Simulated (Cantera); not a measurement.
Charge: 1 mol AlN, 1.8 mol H2, equilibrated at 1.20 Pa.

Method: chemical equilibrium by Gibbs-energy minimisation in Cantera with the NASA 1993 tables (ideal gas, pure condensed phases). Candidate condensed phases: Al, AlN; 13 gas species. Kinetics and transport are ignored.

Task: At 2173 K, list the 5 most abundant gas species with their mole fractions, and the condensed phases.

Result: H 0.523, Al 0.224, H2 0.141, N2 0.112, AlH 5.74e-5. Condensed: gas only.
